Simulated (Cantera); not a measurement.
A Cantera script and what it prints.

```python
import numpy as np
import cantera as ct

gas_names = """
    CL CL2 H HCL H2 N NH NH2 NH3 N2 N2H2 N2H4 Si SiCL SiCL2 SiCL3 SiCL4 SiH SiHCL3 SiH2 SiH2CL2 SiH3
    SiH3CL SiH4 SiN Si2 Si2N Si3
""".split()
cond_names = """
    NH4CL(a) NH4CL(b) Si(cr) Si(L) Si3N4(a)
""".split()


# ... load() reads the species with a 1 bar reference pressure and builds the phases ...
atoms = {
    'Si3H8': {'Si': 3, 'H': 8},
    'N2': {'N': 2},
    'HCl': {'H': 1, 'CL': 1},
}
top_T = {'Si3N4(a)': 2400}  # K; cautious upper limits of use, not melting points


# ... equilibrate(T, P, feed) seeds the gas with the atoms and calls Mixture.equilibrate('TP', solver="vcs", rtol=1e-11, max_steps=5000) ...
results = []
feed = {'Si3H8': 1, 'N2': 54, 'HCl': 0.15}  # mol
P = 330  # Pa
for T in [1098, 1173, 1248, 1323, 1398, 1473, 1548, 1623, 1698, 1773]:
    mix = equilibrate(T, P, feed)
    results.append((T, P, feed, dict(zip(mix.species_names, mix.species_moles))))

top = {s: max(r[3][s] / sum(r[3][g] for g in gas_names) for r in results) for s in gas_names}
cols = sorted((s for s in top if top[s] > 1e-06), key=lambda s: -top[s])[:7]
seen = [c for c in cond_names if any(r[3].get(c, 0) > 1e-12 for r in results)]
print("log10 of partial pressures in bar; condensed amounts in mol")
print(f"{'T/K':>10s}" + "".join(f"{s[:9]:>10s}" for s in cols + seen))
for T, P, feed, n in results:
    ng = sum(n[g] for g in gas_names)
    print(f"{T:10.4g}" + "".join(f"{np.log10(max(n[s] / ng * P / 1e5, 1e-99)):10.3f}" for s in cols)
          + "".join(f"{n.get(c, 0):10.4g}" for c in seen))
```

It prints:

```
log10 of partial pressures in bar; condensed amounts in mol
       T/K        N2        H2       HCL         H        Si     SiCL2        CL     Si(L)  Si3N4(a)
      1098    -2.515    -3.629    -5.055    -9.421   -18.021   -10.529   -10.895         0         1
      1173    -2.515    -3.629    -5.055    -8.743   -15.907    -9.726   -10.227         0         1
      1248    -2.515    -3.629    -5.055    -8.145   -14.050    -9.020    -9.639         0         1
      1323    -2.515    -3.629    -5.055    -7.614   -12.405    -8.398    -9.117         0         1
      1398    -2.515    -3.629    -5.056    -7.139   -10.939    -7.845    -8.651         0    0.9999
      1473    -2.515    -3.629    -5.059    -6.712    -9.625    -7.356    -8.234         0    0.9997
      1548    -2.515    -3.629    -5.067    -6.326    -8.439    -6.925    -7.862         0    0.9993
      1623    -2.515    -3.629    -5.085    -5.975    -7.365    -6.557    -7.534         0    0.9981
      1698    -2.515    -3.630    -5.119    -5.655    -6.388    -6.257    -7.252         0     0.994
      1773    -2.514    -3.647    -5.159    -5.370    -5.672    -6.164    -6.996     2.943         0
```

These are equilibrium values from Cantera (NASA tables, ideal gas, pure condensed phases), not measurements of a reactor. The feed counts by its element totals alone. N2 is the only nitrogen source here; it is nearly inert below about 1500 K, so the nitride shown seldom forms there in practice. The tables' values for SiCl, SiN are old estimates; treat these amounts as uncertain.
